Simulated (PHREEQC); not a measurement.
0.88 g of hydrous ferric oxide (600 m²/g; 0.2 weak and 0.005 strong sites per Fe, Dzombak-Morel constants, diffuse double layer) in 1 kg of water with 0.05 mol/kgw of an inert sodium salt and 1.4e-05 mol NiCl2 and 5e-06 mol CaCl2, at 25 °C; the pH is set by adding NaOH or the inert anion's acid. Oxygen alone is held at its pressure in air (log pO2 = -0.68). The system is closed to CO2. Nothing may precipitate in this run.

Base run: PHREEQC, ion-association model, wateq4f.dat. Each further column changes one thing. The table gives Ca sorbed (%).

```csv
pH,base,no electrostatic term (-no_edl),background salt from 0.05 to 0.005 mol/kgw,oxide from 0.88 to 4.4 g/kgw,0.0006 mol/kgw CuSO4 added
4,0.0,0.1,0.0,0.0,0.0
4.75,0.0,0.6,0.0,0.0,0.0
5.88,0.0,6.4,0.0,0.2,0.0
6.62,0.4,21.7,0.3,2.6,0.0
7.38,6.6,45.5,7.6,31.5,0.2
8.12,55.5,56.2,65.8,89.6,2.0
9.25,99.0,55.6,99.6,99.9,64.5
10,99.9,53.5,100.0,100.0,97.1
```

 The database's constant for dissolved Cu(OH)2 is higher than later reviews accept.
